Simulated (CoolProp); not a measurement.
CH3F (R41) along the isotherm 192.1 K: fugacity coefficient from the reference equation and from simpler models built on Tc = 317.3 K, pc = 5.906 MPa, ω = 0.200; each cubic takes its own stable root.

Computed with CoolProp (reference Helmholtz-energy equation of state, Lemmon 2006). It is a short technical equation, of lower accuracy than the large ones.

| p (MPa) | phase | reference | Soave-Redlich-Kwong | Peng-Robinson |
|---|---|---|---|---|
| 0.187 | liquid | 0.4497 | 0.4389 | 0.4467 |
| 0.425 | liquid | 0.1990 | 0.1945 | 0.1978 |
| 0.967 | liquid | 0.08861 | 0.08690 | 0.08821 |
| 2.2 | liquid | 0.04012 | 0.03965 | 0.04007 |
| 5.01 | liquid | 0.01884 | 0.01895 | 0.01897 |
| 11.4 | liquid | 0.009637 | 0.01008 | 0.009875 |
| 26 | liquid | 0.005950 | 0.006795 | 0.006348 |
| 59.1 | liquid | 0.005581 | 0.007744 | 0.006530 |
